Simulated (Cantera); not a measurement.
A jet of 1.88 % H2, 10.9 % O2, 87.2 % N2 at 300 K and 27.8 Torr hits a platinum plate 3.8 cm away at a mass flux of 0.15 kg/m²/s; the plate temperature is set and raised in steps from an oxygen-covered start.

Cantera simulation using Deutschmann's 1995 Pt surface mechanism with GRI-Mech 3.0 gas chemistry; the numbers are that mechanism's predictions, not measurements. Catalytic surfaces can have several steady states; this one follows from the mechanism file's or the stated starting coverage.

One state of this run: wall x H2 = 0.00401; wall x O2 = 0.0934; wall x H2O = 0.0284; wall x OH = <1e-8; θ free Pt = 0.109; θ O* = 0.889; θ OH* = 0.00148. x: mole fraction at the wall; θ: surface coverage.

### Question
Which value of plate T (K) does it belong to?
(A) 700
(B) 850
(C) 950
(D) 750

### Answer
D, 750
